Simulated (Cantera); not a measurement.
An isothermal, constant-pressure homogeneous reactor starts with H₂ : O₂ : N₂ = 0.16 : 1 : 0.44 (molar parts), equivalence ratio 0.080, at 1373 K and 0.00260 bar.

Computed with Cantera and the H2/O2 subset of GRI-Mech 3.0, which has no nitrogen chemistry. Radical loss at walls, strong at low pressure, is not modelled. The temperature is held fixed by assumption; the heat of reaction is taken as removed at once.

x: mole fraction; the columns are a selection and need not sum to one.

| t (s) | x H₂ | x O₂ | x O | x H₂O | x H₂O₂ | x H | x HO₂ |
|---|---|---|---|---|---|---|---|
| 2.00e-5 | 0.100 | 0.625 | 2.13e-10 | 1.09e-11 | <1e-12 | 3.69e-9 | 3.89e-9 |
| 7.23e-5 | 0.100 | 0.625 | 2.46e-9 | 4.54e-10 | 3.05e-12 | 1.21e-8 | 1.41e-8 |
| 0.000262 | 0.1000 | 0.625 | 2.51e-8 | 1.59e-8 | 3.95e-11 | 4.18e-8 | 5.09e-8 |
| 0.000946 | 0.1000 | 0.625 | [?] | [?] | 4.98e-10 | [?] | [?] |
| 0.00342 | 0.0978 | 0.624 | 0.000772 | 0.00153 | 4.71e-9 | 0.000755 | 4.98e-7 |
| 0.0124 | 0.00377 | 0.554 | 0.0545 | 0.0795 | 2.03e-8 | 0.0243 | 5.43e-7 |
| 0.0447 | 0.00369 | 0.555 | 0.0530 | 0.0803 | 2.04e-8 | 0.0234 | 5.43e-7 |
| 0.162 | 0.00342 | 0.560 | 0.0481 | 0.0828 | 2.07e-8 | 0.0203 | 5.44e-7 |
| 0.585 | [?] | 0.573 | [?] | [?] | 2.10e-8 | [?] | 5.33e-7 |
| 2.11 | 0.000943 | 0.594 | 0.0117 | 0.0997 | 1.70e-8 | 0.00251 | 4.14e-7 |
| 7.65 | 0.000120 | 0.603 | 0.00145 | 0.104 | 7.05e-9 | 0.000110 | 1.42e-7 |
| 27.7 | 1.22e-5 | 0.605 | 0.000146 | 0.105 | 1.92e-9 | 3.55e-6 | 3.21e-8 |
| 100 | 1.86e-6 | 0.605 | 2.23e-5 | 0.105 | 5.81e-10 | 2.11e-7 | 2.75e-8 |

Task: Complete the blanks.

Result: 
- 0.000946, x O: 4.37e-7
- 0.000946, x H₂O: 7.00e-7
- 0.000946, x H: 4.47e-7
- 0.000946, x HO₂: 1.84e-7
- 0.585, x H₂: 0.00256
- 0.585, x O: 0.0340
- 0.585, x H₂O: 0.0896
- 0.585, x H: 0.0123
